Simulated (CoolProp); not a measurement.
Nitrogen at 298.15 K and 0.295 MPa is throttled through a valve to 0.0276 MPa with no heat exchange. Each further row changes one setting.

The numbers come from the reference Helmholtz-energy equation of state, Span 2000 in CoolProp.

```
case                         final density (kg/m³)
---------------------------  ---------------------
as stated                               (withheld)
outlet pressure 0.00828 MPa             (withheld)
outlet pressure 0.0359 MPa              (withheld)
```

Problem. Fill in the missing entries.

Solution. 
- as stated, final density (kg/m³): 0.313
- outlet pressure 0.00828 MPa, final density (kg/m³): 0.0938
- outlet pressure 0.0359 MPa, final density (kg/m³): 0.406
